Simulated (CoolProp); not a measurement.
R1336mzz(E) along the isobar 0.914 MPa: density (kg/m³) from the reference equation and from simpler models built on Tc = 130.4 °C, pc = 2.779 MPa, ω = 0.413; each cubic takes its own stable root.

Computed with CoolProp (reference Helmholtz-energy equation of state, Akasaka 2023).

```
T (°C)   phase  reference  Redlich-Kwong  Soave-Redlich-Kwong  Peng-Robinson
------  ------  ---------  -------------  -------------------  -------------
71.85   liquid       1158          66.01                    …           1108
76.85   liquid       1135          64.21                    …           1078
81.85      gas          …          62.54                64.23          65.36
86.85      gas      63.52          61.00                62.36          63.42
91.85      gas      61.63          59.55                60.65          61.66
96.85      gas      59.90          58.20                59.07          60.03
101.85     gas      58.33          56.93                57.60          58.52
106.85     gas      56.88          55.73                56.24          57.11
111.85     gas      55.53          54.60                54.97          55.80
116.85     gas      54.28          53.52                53.77          54.57
121.85     gas      53.10          52.50                52.65          53.41
126.85     gas      52.00          51.53                51.59          52.32
131.85     gas      50.96          50.60                50.58          51.28
136.85     gas      49.98          49.72                49.63          50.30
```

**Question.** What belongs in the gaps?

**Answer.** 
- 71.85, Soave-Redlich-Kwong: 976.6
- 76.85, Soave-Redlich-Kwong: 950.1
- 81.85, reference: 65.63

At some of these states Redlich-Kwong gives the other phase, because its saturation line lies elsewhere.
